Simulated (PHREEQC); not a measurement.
Consider water at 20 °C and 10 atm with 0.1 mol/kgw KOH, 0.006 mol/kgw H3BO3 and 0.061 mol/kgw K2CO3. Closed to the air; pH follows from the charge balance.

All values are PHREEQC results (ion-association model, phreeqc.dat), not measurements.

Precipitation was switched off in this run.

**Question.** Estimate the pH, density.

**Answer.** pH 12.97; density 1.011 g/cm³.
